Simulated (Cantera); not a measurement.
An adiabatic, constant-pressure homogeneous reactor starts with 17.5 % CO, 2.44 % H2, 1.92 % CH4, 16.4 % O2, 61.8 % N2, at 1598 K and 1.00 bar.

Computed with Cantera and GRI-Mech 3.0 (53 species, 325 reactions).

### Question
Predict: time of steepest temperature rise; temperature at 2.00 s; equilibrium temperature; x(CO) at 2.00 s; x(H2) at 2.00 s; x(NO) at 2.00 s; x(OH) at 2.00 s.

### Answer
```
Property                                                             Value
---------------------------------  ---------------------------------------
time of steepest temperature rise                                  40.3 µs
temperature at 2.00 s                                               2740 K
equilibrium temperature                                             2740 K
x(CO) at 2.00 s                      0.0706 (gas-phase equilibrium 0.0706)
x(H2) at 2.00 s                    0.00409 (gas-phase equilibrium 0.00409)
x(NO) at 2.00 s                      0.0150 (gas-phase equilibrium 0.0150)
x(OH) at 2.00 s                      0.0146 (gas-phase equilibrium 0.0146)
```
